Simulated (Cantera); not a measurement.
Input: 1 mol SiC, 0.39 mol O2, 730 mol H2, held at 22.5 Torr.

Method: chemical equilibrium by Gibbs-energy minimisation in Cantera with the NASA 1993 tables (ideal gas, pure condensed phases). Candidate condensed phases: C, C6H6, C7H8, C8H18, H2O, Si, SiC, SiO2; 123 gas species. Mutual solubility and eutectic melting of coexisting phases are not modelled. The tables hold silica as quartz up to 1696 K and as liquid above; real silica turns to tridymite and cristobalite and melts near 1996 K. Gases not in the tables: Si2H6 and higher silanes. Rates play no part.

### Question
Which condensed phases are stable at each of these points (T (K)): 948, 1048, 1148, 1248, 1348, 1448, 1548, 1648, 1748, 1848, 1948, 2048, 2148?

### Answer
```
T (K)         condensed phases  Si condensed (%)
-----  -----------------------  ----------------
948    SiC(s) + SiO2(β-quartz)             100.0
1048   SiC(s) + SiO2(β-quartz)             100.0
1148   SiC(s) + SiO2(β-quartz)             100.0
1248   SiC(s) + SiO2(β-quartz)              99.4
1348   SiC(s) + SiO2(β-quartz)              82.8
1448                    SiC(s)              60.9
1548                    SiC(s)              60.9
1648                    SiC(s)              60.8
1748                    SiC(s)              60.1
1848                    SiC(s)              57.1
1948                    SiC(s)              47.0
2048                    SiC(s)              23.8
2148                  gas only               0.0
```

From 948 K to 1348 K the condensed part is SiC(s) + SiO2(β-quartz). From 1448 K to 2048 K the condensed part is SiC(s). At 2148 K nothing is condensed.
